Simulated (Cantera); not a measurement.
Cantera run, input and output.

```python
import numpy as np
import cantera as ct

gas = ct.Solution("gri30.yaml")
gas.TPX = 1673, 2666, {'CH4': 0.0071, 'H2': 0.2, 'N2': 0.00042}
reactor = ct.IdealGasConstPressureReactor(gas, energy="off", clone=False)
net = ct.ReactorNet([reactor])
net.rtol, net.atol = 1e-08, 1e-18
show = ['CH4', 'H2', 'CH3', 'CH2', 'C2H4', 'C2H6']
times = np.geomspace(1e-06, 2, 10)

steps = ct.SolutionArray(gas, extra=["t"])
rows = []
print(f"{'t/s':>10s}{'T/K':>9s}{'P/Pa':>11s}" + "".join(f"{s:>11s}" for s in show))
for t in times:
    while net.time < t:
        t_next = net.step()
        steps.append(gas.state, t=t_next)
    rows.append([np.interp(t, steps.t, y) for y in (steps.T, steps.P, *steps(*show).X.T)])
    print(f"{t:10.3e}{rows[-1][0]:9.1f}{rows[-1][1]:11.4g}" + "".join(f"{x:11.3e}" for x in rows[-1][2:]))
rate = np.gradient(steps.T, steps.t)
print("integrator steps:", len(steps.t))
if steps.T.max() > steps.T[0] + 200:
    print(f"time of steepest temperature rise: {steps.t[rate.argmax()]:.4e} s")
gas.TPX = 1673, 2666, {'CH4': 0.0071, 'H2': 0.2, 'N2': 0.00042}
gas.equilibrate("TP")
print(f"equilibrium (TP): T = {gas.T:.1f} K  " + "  ".join(f"{s} {gas[s].X[0]:.3e}" for s in show))
```

Output:

```
       t/s      T/K       P/Pa        CH4         H2        CH3        CH2       C2H4       C2H6
 1.000e-06   1673.0       2666  3.421e-02  9.638e-01  1.232e-08  3.887e-17  1.169e-18  2.142e-18
 5.013e-06   1673.0       2666  3.421e-02  9.638e-01  6.059e-08  1.192e-15  9.274e-17  2.622e-16
 2.513e-05   1673.0       2666  3.421e-02  9.638e-01  2.855e-07  4.286e-14  2.650e-14  3.326e-14
 1.260e-04   1673.0       2666  3.421e-02  9.638e-01  1.339e-06  1.808e-12  5.659e-12  4.080e-12
 6.316e-04   1673.0       2666  3.421e-02  9.638e-01  6.587e-06  5.799e-11  8.155e-10  4.417e-10
 3.166e-03   1673.0       2666  3.418e-02  9.637e-01  3.282e-05  1.523e-09  1.042e-07  2.954e-08
 1.587e-02   1673.0       2666  3.402e-02  9.636e-01  1.578e-04  3.457e-08  1.010e-05  7.307e-07
 7.958e-02   1673.0       2666  3.233e-02  9.640e-01  3.825e-04  2.016e-07  7.117e-05  2.924e-06
 3.989e-01   1673.0       2666  2.431e-02  9.681e-01  3.050e-04  1.737e-07  4.966e-05  1.793e-06
 2.000e+00   1673.0       2666  1.021e-02  9.755e-01  1.378e-04  8.833e-08  2.604e-05  3.493e-07
integrator steps: 544
equilibrium (TP): T = 1673.0 K  CH4 5.092e-04  H2 9.805e-01  CH3 7.328e-06  CH2 5.226e-09  C2H4 2.379e-05  C2H6 1.650e-09
```

Cantera simulation using GRI-Mech 3.0 (53 species, 325 reactions); the numbers are that mechanism's predictions, not measurements. GRI-Mech 3.0 stops at C3 and has no aromatics, soot or wall deposition, so with more carbon than oxygen in the feed, carbon stays in small species such as C2H2 where larger ones or solid carbon would form. Radical loss at walls, strong at low pressure, is not modelled.
